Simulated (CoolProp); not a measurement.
A simple Rankine cycle with water: condensing at 296.15 K, boiler at 15.8 MPa, turbine inlet 624.4 K, turbine efficiency 0.8, pump efficiency 0.7, no recuperator. Each further row changes one setting.

Computed with CoolProp (reference Helmholtz-energy equation of state, Wagner 2002).

```tsv
case	thermal efficiency (%)	net work (kJ/kg)	heat in (kJ/kg)	turbine exit temperature (K)	volume ratio over the turbine
as stated	32.8	830	2530	296.2	3280
turbine inlet 644.4 K	33.4	897	2690	296.2	2860
condensing temperature 288.15 K	33.6	862	2560	288.1	5220
boiler pressure 11.1 MPa	32.8	912	2780	296.2	1900
turbine efficiency 0.7	28.6	723	2530	296.2	3480
```

The expansion ends wet for: as stated; turbine inlet 644.4 K; condensing temperature 288.15 K; boiler pressure 11.1 MPa; turbine efficiency 0.7.
